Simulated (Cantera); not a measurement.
An isothermal, constant-pressure homogeneous reactor starts with 1.52 % CH4, 98.5 % H2, at 1825 K and 1.13 Torr.

Computed with Cantera and GRI-Mech 3.0 (53 species, 325 reactions). GRI-Mech 3.0 stops at C3 and has no aromatics, soot or wall deposition, so with more carbon than oxygen in the feed, carbon stays in small species such as C2H2 where larger ones or solid carbon would form. Radical loss at walls, strong at low pressure, is not modelled.

One state of this run: x CH4 = 0.00973; x H2 = 0.984; x C2H6 = 2.82e-7; x CH2 = 2.56e-6; x C2H = 8.07e-8; x H = 0.00358; x C2H4 = 2.03e-5. x: mole fraction; the columns are a selection and need not sum to one.

Which value of t (s) does it belong to?
A. 0.000233
B. 0.416
C. 8.00e-5
D. 1.21

D, 1.21
